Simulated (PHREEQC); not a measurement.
Solution (75 °C): 0.0061 mol KH2PO4, 0.00078 mol HNO3 and 3.6e-06 mol H4SiO4 per kg of water. It is in equilibrium with CO2 at log p = -3.4 (atm). Otherwise closed; pH follows from the charge balance.

Model: ion-association model, wateq4f.dat, run in PHREEQC.

Each row changes one thing in this solution. This is a speciation only: nothing precipitates in the calculation.

```
case                                     pH  ionic strength (mol/kgw)  H2PO4- (mol/kgw)  H3PO4 (mol/kgw)  HPO4-2 (mol/kgw)  KHPO4- (mol/kgw)  SI of Quartz (SiO2)
-------------------------------------  ----  ------------------------  ----------------  ---------------  ----------------  ----------------  -------------------
as made                                3.48                   0.00646           0.00568         0.000421           1.78e-6           1.46e-8                -2.09
temperature from 75 to 10 °C           3.35                   0.00659           0.00581         0.000294           9.36e-7           7.98e-9                -1.23
KH2PO4 from 0.0061 to 0.00305 mol/kgw  3.34                         ?           0.00276                ?           5.86e-7           2.62e-9                -2.09
HNO3 left out                          4.79                   0.00616           0.00604          2.18e-5           3.88e-5           3.20e-7                -2.09
HNO3 from 0.00078 to 0.00156 mol/kgw   3.16                   0.00685           0.00529                ?           8.06e-7           6.55e-9                -2.09
diluted 2-fold with water              3.65                   0.00329           0.00290         0.000150           1.24e-6           5.61e-9                -2.39
diluted 100-fold with water            5.07                   7.02e-5           6.03e-5          1.24e-7           5.79e-7          6.60e-11                -4.09
```

**Question.** Some entries are withheld; supply them.

**Answer.** 
- KH2PO4 from 0.0061 to 0.00305 mol/kgw, ionic strength (mol/kgw): 0.00354
- KH2PO4 from 0.0061 to 0.00305 mol/kgw, H3PO4 (mol/kgw): 0.000290
- HNO3 from 0.00078 to 0.00156 mol/kgw, H3PO4 (mol/kgw): 0.000811

H3PO4, which wateq4f.dat lacks, is added to it with the constant of phreeqc.dat. Constants without temperature data keep their 25 °C values here.
